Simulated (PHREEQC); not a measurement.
Alkaline etch or developer: an equilibrium model

A solution holds 0.032 mol/kgw NH3 and 0.23 mol/kgw NaAlO2, at 55 °C. Closed to the air; pH follows from the charge balance.

The numbers come from PHREEQC with the ion-association model, wateq4f.dat.

Precipitation was switched off in this run.

Task: Estimate the pH.

Result: pH 10.02.

Task: In which forms is N present?

Result: NH3 97 %, NH4+ 3.3 % of the N.

Examples of supersaturated solids here: Boehmite (slow to form), Gibbsite (slow to form). Others may be too. Constants without temperature data keep their 25 °C values here.
